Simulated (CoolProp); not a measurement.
Water along the isotherm 382.3 K: density (kg/m³) from the reference equation and from simpler models built on Tc = 647.1 K, pc = 22060 kPa, ω = 0.344; each cubic takes its own stable root.

Values from CoolProp's reference Helmholtz-energy equation of state, Wagner 2002.

```json
[
 {"p (kPa)": "316", "phase": "liquid", "reference": "951.7", "van der Waals": "1.817", "Redlich-Kwong": "1.830", "Soave-Redlich-Kwong": "703.9"},
 {"p (kPa)": "511", "phase": "liquid", "reference": "951.8", "van der Waals": "2.966", "Redlich-Kwong": "675.3", "Soave-Redlich-Kwong": "704.0"},
 {"p (kPa)": "825", "phase": "liquid", "reference": "951.9", "van der Waals": "4.864", "Redlich-Kwong": "675.4", "Soave-Redlich-Kwong": "704.0"},
 {"p (kPa)": "1330", "phase": "liquid", "reference": "952.2", "van der Waals": "8.054", "Redlich-Kwong": "675.6", "Soave-Redlich-Kwong": "704.2"},
 {"p (kPa)": "2150", "phase": "liquid", "reference": "952.6", "van der Waals": "458.4", "Redlich-Kwong": "675.9", "Soave-Redlich-Kwong": "704.4"},
 {"p (kPa)": "3480", "phase": "liquid", "reference": "953.2", "van der Waals": "459.1", "Redlich-Kwong": "676.4", "Soave-Redlich-Kwong": "704.7"},
 {"p (kPa)": "5620", "phase": "liquid", "reference": "954.2", "van der Waals": "460.2", "Redlich-Kwong": "677.1", "Soave-Redlich-Kwong": "705.2"},
 {"p (kPa)": "9090", "phase": "liquid", "reference": "955.9", "van der Waals": "461.9", "Redlich-Kwong": "678.3", "Soave-Redlich-Kwong": "706.0"},
 {"p (kPa)": "14700", "phase": "liquid", "reference": "958.5", "van der Waals": "464.4", "Redlich-Kwong": "680.2", "Soave-Redlich-Kwong": "707.2"},
 {"p (kPa)": "23700", "phase": "liquid", "reference": "962.6", "van der Waals": "468.2", "Redlich-Kwong": "683.2", "Soave-Redlich-Kwong": "709.2"},
 {"p (kPa)": "38300", "phase": "liquid", "reference": "969.0", "van der Waals": "473.7", "Redlich-Kwong": "687.7", "Soave-Redlich-Kwong": "712.2"},
 {"p (kPa)": "61900", "phase": "liquid", "reference": "979.0", "van der Waals": "481.2", "Redlich-Kwong": "694.3", "Soave-Redlich-Kwong": "716.8"},
 {"p (kPa)": "100000", "phase": "liquid", "reference": "993.9", "van der Waals": "490.8", "Redlich-Kwong": "703.6", "Soave-Redlich-Kwong": "723.5"}
]
```

At some of these states van der Waals, Redlich-Kwong gives the other phase, because its saturation line lies elsewhere.
